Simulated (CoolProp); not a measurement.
Vapour pressure (MPa) of cis-2-butene: the reference equation beside estimates from Tc = 435.8 K, pc = 4.236 MPa, ω = 0.202. Clausius-Clapeyron is anchored at 356 K with a constant enthalpy of vaporisation of 17.91 kJ/mol.

The numbers come from the reference Helmholtz-energy equation of state, Lemmon 2005 in CoolProp. It is a short technical equation, of lower accuracy than the large ones.

| T (K) | reference | Lee-Kesler | Clausius-Clapeyron | van der Waals | Redlich-Kwong | Soave-Redlich-Kwong |
|---|---|---|---|---|---|---|
| 328.6 | 0.5154 | 0.5187 | 0.5981 | 1.228 | 0.6737 | 0.5194 |
| 333.1 | 0.5783 | 0.5822 | 0.6535 | 1.311 | 0.7470 | 0.5834 |
| 337.7 | 0.6483 | 0.6528 | 0.7137 | 1.400 | 0.8274 | 0.6548 |
| 342.3 | 0.7245 | 0.7296 | 0.7776 | 1.492 | 0.9137 | 0.7324 |
| 346.9 | 0.8071 | 0.8127 | 0.8453 | 1.588 | 1.006 | 0.8167 |
| 351.4 | 0.8944 | 0.9006 | 0.9152 | 1.685 | 1.102 | 0.9059 |
| 356 | 0.9907 | 0.9974 | 0.9907 | 1.788 | 1.207 | 1.004 |
| 360.6 | 1.094 | 1.102 | 1.070 | 1.896 | 1.319 | 1.110 |
| 365.2 | 1.206 | 1.213 | 1.154 | 2.007 | 1.437 | 1.224 |
| 369.7 | 1.323 | 1.331 | 1.240 | 2.119 | 1.560 | 1.344 |
| 374.3 | 1.451 | 1.459 | 1.332 | 2.239 | 1.692 | 1.475 |
| 378.9 | 1.588 | 1.596 | 1.428 | 2.362 | 1.832 | 1.615 |
| 383.5 | 1.734 | 1.743 | 1.529 | 2.489 | 1.979 | 1.764 |

Absolute difference from the reference over all 13 rows, mean and median: Lee-Kesler 0.6 and 0.7 %, Clausius-Clapeyron 7.4 and 7.3 %, van der Waals 84.5 and 80.5 %, Redlich-Kwong 22.1 and 21.8 %, Soave-Redlich-Kwong 1.3 and 1.3 %.
